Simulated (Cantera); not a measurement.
A perfectly stirred reactor is fed with C2H6 : O2 : N2 : H2O = 1 : 4.27 : 16 : 0.86 (molar parts), at 9.40 bar; it is adiabatic with a 525 K inlet, and is followed from long to short residence time, starting on the burning branch (τ in s: 0.25, 0.077, 0.024, 0.0075, 0.0023, 0.00072, 0.00022, 7e-05, 2.2e-05, 6.8e-06).

Cantera simulation using GRI-Mech 3.0 (53 species, 325 reactions); the numbers are that mechanism's predictions, not measurements.

One state of this run: T (K) = 1895; x C2H6 = 0.000198; x O2 = 0.0520; x CH2 = 1.27e-5; x CH2O = 0.000123; x H = 0.00121. x: mole fraction; the columns are a selection and need not sum to one.

**Question.** Which value of τ (s) does it belong to?
A) 2.2e-5
B) 0.00022
C) 7.0e-5
D) 0.00072

**Answer.** A, 2.2e-5
